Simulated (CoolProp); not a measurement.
Sulfur dioxide at several states: density (kg/m³) from the reference equation and from simpler models built on Tc = 157.5 °C, pc = 7.887 MPa, ω = 0.256; each cubic takes its own stable root.

Computed with CoolProp (reference Helmholtz-energy equation of state, Gao 2016).

| T (°C) | p (MPa) | phase | reference | van der Waals | Redlich-Kwong | Soave-Redlich-Kwong | Peng-Robinson |
|---|---|---|---|---|---|---|---|
| 21.95 | 4.77 | liquid | ? | 829.3 | ? | 1243 | 1405 |
| 123.95 | 0.177 | gas | 3.471 | 3.463 | 3.468 | 3.469 | 3.473 |
| 148.05 | 0.0832 | gas | 1.528 | 1.527 | 1.528 | 1.528 | 1.529 |
| 69.75 | 1.08 | gas | ? | ? | ? | 27.10 | 27.29 |
| -61.05 | 0.0554 | liquid | ? | 2.034 | ? | ? | 1583 |

Task: Some entries are withheld; supply them.

Result: 
- 21.95, reference: 1385
- 21.95, Redlich-Kwong: 1199
- 69.75, reference: 27.53
- 69.75, van der Waals: 26.23
- 69.75, Redlich-Kwong: 26.84
- -61.05, reference: 1592
- -61.05, Redlich-Kwong: 1380
- -61.05, Soave-Redlich-Kwong: 1408

At some of these states van der Waals gives the other phase, because its saturation line lies elsewhere.
